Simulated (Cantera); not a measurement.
Charge: 1 mol SiH₂Cl₂, 2.6 mol H₂O, 2 mol H₂, at 1.80 mbar.

These are equilibrium values from Cantera (NASA tables, ideal gas, pure condensed phases), not measurements of a reactor. Candidate condensed phases: H₂O, Si, SiO₂; 30 gas species. The tables hold silica as quartz up to 1696 K and as liquid above; real silica turns to tridymite and cristobalite and melts near 1996 K. The numbers say what is thermodynamically allowed, not how fast it happens.

x: gas mole fraction; n: condensed amount in mol.

| T (K) | x H₂ | x HCl | x H₂O | x SiO | x H | x Cl | x OH | n SiO₂(β-quartz) | n SiO₂(condensed) |
|---|---|---|---|---|---|---|---|---|---|
| 900 | 0.606 | 0.303 | 0.0909 | <1e-12 | 2.14e-9 | 1.05e-9 | <1e-12 | 1.00 | 0 |
| 1000 | 0.606 | 0.303 | 0.0909 | <1e-12 | [?] | [?] | [?] | 1.00 | 0 |
| 1100 | 0.606 | 0.303 | 0.0909 | <1e-12 | 4.74e-7 | 2.12e-7 | 3.17e-10 | 1.00 | 0 |
| 1200 | 0.606 | 0.303 | 0.0909 | 1.15e-10 | 3.62e-6 | 1.57e-6 | 4.34e-9 | 1.00 | 0 |
| 1300 | 0.606 | 0.303 | 0.0909 | 7.79e-9 | 2.03e-5 | 8.56e-6 | 3.98e-8 | 1.00 | 0 |
| 1400 | 0.606 | 0.303 | 0.0909 | 2.85e-7 | 8.92e-5 | 3.67e-5 | 2.66e-7 | 1.000 | 0 |
| 1500 | 0.606 | 0.303 | 0.0909 | 6.35e-6 | 0.000323 | 0.000130 | 1.38e-6 | 1.000 | 0 |
| 1600 | 0.605 | 0.302 | 0.0909 | 9.49e-5 | 0.000997 | 0.000394 | 5.87e-6 | 0.999 | 0 |
| 1700 | 0.602 | 0.301 | 0.0916 | [?] | [?] | [?] | [?] | 0 | 0.993 |
| 1800 | 0.589 | 0.297 | 0.0971 | 0.00739 | 0.00648 | 0.00250 | 7.05e-5 | 0 | 0.951 |

Question: Some entries are withheld; supply them.

Answer: 
- 1700, x SiO: 0.00101
- 1700, x H: 0.00270
- 1700, x Cl: 0.00105
- 1700, x OH: 2.12e-5
- 1000, x H: 4.16e-8
- 1000, x Cl: 1.94e-8
- 1000, x OH: 1.38e-11
